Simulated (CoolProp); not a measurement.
R227EA at several states: fugacity coefficient from the reference equation and from simpler models built on Tc = 374.9 K, pc = 2925 kPa, ω = 0.358; each cubic takes its own stable root.

Computed with CoolProp (reference Helmholtz-energy equation of state, Lemmon 2016).

```
T (K)  p (kPa)          phase  reference  van der Waals  Soave-Redlich-Kwong  Peng-Robinson
-----  -------  -------------  ---------  -------------  -------------------  -------------
393.5      663            gas     0.9353         0.9405               0.9360         0.9284
244.3      213         liquid     0.2616         0.9417               0.2623         0.2645
344.6     1360            gas     0.7873         0.8313               0.7920         0.7772
390.4     28.3            gas     0.9971         0.9974               0.9972         0.9968
181.1      742         liquid  0.0009482        0.08976            0.0009576       0.001061
391.4    17200  supercritical     0.2771         0.3467               0.3050         0.2726
```

At some of these states van der Waals gives the other phase, because its saturation line lies elsewhere.
